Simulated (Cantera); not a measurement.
A perfectly stirred reactor is fed with 43.5 % CH4, 56.5 % H2, at 0.987 atm; it is held at 1350 K, and followed from long to short residence time.

Cantera simulation using GRI-Mech 3.0 (53 species, 325 reactions); the numbers are that mechanism's predictions, not measurements. GRI-Mech 3.0 stops at C3 and has no aromatics, soot or wall deposition, so with more carbon than oxygen in the feed, carbon stays in small species such as C2H2 where larger ones or solid carbon would form.

Q: Predict: x(CH4) at τ = 25.0 s; x(H2) at τ = 25.0 s; x(H) at τ = 25.0 s; x(C2H6) at τ = 25.0 s; x(CH4) at τ = 38.0 ms; x(H2) at τ = 38.0 ms; x(H) at τ = 38.0 ms; x(C2H6) at τ = 38.0 ms.

A: x(CH4) at τ = 25.0 s: 0.355
x(H2) at τ = 25.0 s: 0.615
x(H) at τ = 25.0 s: 1.73e-6
x(C2H6) at τ = 25.0 s: 0.000284
x(CH4) at τ = 38.0 ms: 0.434
x(H2) at τ = 38.0 ms: 0.566
x(H) at τ = 38.0 ms: 9.96e-7
x(C2H6) at τ = 38.0 ms: 7.50e-5
